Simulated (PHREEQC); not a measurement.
0.17 g of hydrous ferric oxide (600 m²/g; 0.2 weak and 0.005 strong sites per Fe, Dzombak-Morel constants, diffuse double layer) in 1 kg of water with 0.005 mol/kgw of an inert sodium salt and 0.093 mmol/kgw CaCl2, at 25 °C; the pH is set by adding NaOH or the inert anion's acid. O2 is buffered at 0.21 atm. No CO2 enters from the air. Precipitation was switched off in this run.

The series has 17 steps of pH, from 3 to 11.

All values are PHREEQC results (ion-association model, wateq4f.dat), not measurements.

Near which pH is half of the Ca sorbed, and on which side is more sorbed?

Near pH 9.0, with more sorbed at higher pH.

The oxide is taken as insoluble; below pH 4 it would dissolve.
